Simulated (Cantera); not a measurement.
Input (Python, Cantera) and output of one run.

```python
import numpy as np
import cantera as ct

gas_names = [...]  # 113 gases of nasa_gas.yaml made of C, H, O, Pb
cond_names = """
    C(gr) C6H6(L) C7H8(L) C8H18(L),n-octa H2O(s) H2O(L) Pb(cr) Pb(L) PbO(rd) PbO(yw) PbO(L) PbO2(s)
    Pb3O4(s)
""".split()


# ... load() reads the species with a 1 bar reference pressure and builds the phases ...
atoms = {
    'PbO': {'Pb': 1, 'O': 1},
    'C': {'C': 1},
    'H2': {'H': 2},
}
top_T = {'C(gr)': 4500, 'Pb3O4(s)': 820}  # K; cautious upper limits of use, not melting points


# ... equilibrate(T, P, feed) seeds the gas with the atoms and calls Mixture.equilibrate('TP', solver="vcs", rtol=1e-11, max_steps=5000) ...
results = []
feed = {'PbO': 1, 'C': 0.78, 'H2': 0.35}  # mol
P = 133.322  # Pa
for T in [1323, 1473, 1623, 1773, 1923, 2073, 2223, 2373, 2523, 2673]:
    mix = equilibrate(T, P, feed)
    results.append((T, P, feed, dict(zip(mix.species_names, mix.species_moles))))

top = {s: max(r[3][s] / sum(r[3][g] for g in gas_names) for r in results) for s in gas_names}
cols = sorted((s for s in top if top[s] > 1e-06), key=lambda s: -top[s])[:7]
seen = [c for c in cond_names if any(r[3].get(c, 0) > 1e-12 for r in results)]
print("log10 of partial pressures in bar; condensed amounts in mol")
print(f"{'T/K':>10s}" + "".join(f"{s[:9]:>10s}" for s in cols + seen))
for T, P, feed, n in results:
    ng = sum(n[g] for g in gas_names)
    print(f"{T:10.4g}" + "".join(f"{np.log10(max(n[s] / ng * P / 1e5, 1e-99)):10.3f}" for s in cols)
          + "".join(f"{n.get(c, 0):10.4g}" for c in seen))
```

It prints:

```
log10 of partial pressures in bar; condensed amounts in mol
       T/K        Pb        CO         H        H2       CO2       H2O         O
      1323    -3.204    -3.389    -7.696    -3.793    -4.099    -4.236   -13.905
      1473    -3.204    -3.381    -6.805    -3.814    -4.143    -4.183   -11.806
      1623    -3.204    -3.375    -6.076    -3.832    -4.180    -4.146   -10.097
      1773    -3.204    -3.370    -5.471    -3.849    -4.213    -4.122    -8.680
      1923    -3.206    -3.368    -4.961    -3.871    -4.240    -4.109    -7.483
      2073    -3.210    -3.369    -4.533    -3.906    -4.263    -4.115    -6.457
      2223    -3.219    -3.374    -4.178    -3.969    -4.295    -4.161    -5.578
      2373    -3.237    -3.382    -3.891    -4.072    -4.384    -4.308    -4.868
      2523    -3.263    -3.393    -3.677    -4.242    -4.610    -4.663    -4.389
      2673    -3.286    -3.403    -3.551    -4.522    -4.983    -5.278    -4.134
```

Equilibrium computed with Cantera from the NASA thermochemical tables; the gas is ideal and each condensed phase is pure.
